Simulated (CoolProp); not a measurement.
A single-stage vapour-compression cycle with carbon dioxide: evaporating at 232.15 K (dew point), condensing at 276.15 K (bubble point), superheat 0 K, subcooling 0 K, compressor efficiency 0.65, no pressure losses. Each further row changes one setting.

Values from CoolProp's reference Helmholtz-energy equation of state, Span 1996.

| case | cooling COP | pressure ratio | discharge temperature (K) | refrigerating effect (kJ/kg) | volumetric capacity (kJ/m³) |
|---|---|---|---|---|---|
| as stated | 2.43 | 3.89 | 353.7 | 228 | 5730 |
| evaporating temperature 237.15 K | 2.87 | 3.25 | 341.7 | 229 | 6890 |
| condensing temperature 271.15 K | 2.87 | 3.41 | 340.7 | 240 | 6040 |
| subcooling 5 K | 2.56 | 3.89 | 353.7 | 240 | 6050 |
| superheat 10 K | 2.38 | 3.89 | 368.7 | 238 | 5620 |
| compressor efficiency 0.55 | 2.05 | 3.89 | 369.6 | 228 | 5730 |
